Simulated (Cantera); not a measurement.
Input: 1 mol SiHCl3, 0.0082 mol Cl2, 19 mol N2, equilibrated at 10.0 mbar.

Method: chemical equilibrium by Gibbs-energy minimisation in Cantera with the NASA 1993 tables (ideal gas, pure condensed phases). Candidate condensed phases: NH4Cl, Si, Si3N4; 28 gas species. N2 is the only nitrogen source here; it is nearly inert below about 1500 K, so the nitride shown seldom forms there in practice. The numbers say what is thermodynamically allowed, not how fast it happens.

Question: Which condensed phases are stable at each of these points (T (K)): 948, 998, 1048, 1098, 1148, 1198, 1248, 1298, 1348, 1398, 1448, 1498, 1548?

Answer: 
| T (K) | condensed phases | Si condensed (%) |
|---|---|---|
| 948 | Si3N4(s) | 46.2 |
| 998 | Si3N4(s) | 46.5 |
| 1048 | Si3N4(s) | 46.7 |
| 1098 | Si3N4(s) | 46.7 |
| 1148 | Si3N4(s) | 46.7 |
| 1198 | Si3N4(s) | 46.2 |
| 1248 | Si3N4(s) | 45.0 |
| 1298 | Si3N4(s) | 42.2 |
| 1348 | Si3N4(s) | 36.7 |
| 1398 | Si3N4(s) | 27.4 |
| 1448 | Si3N4(s) | 15.1 |
| 1498 | Si3N4(s) | 3.4 |
| 1548 | gas only | 0.0 |

From 948 K to 1498 K the condensed part is Si3N4(s). At 1548 K nothing is condensed.
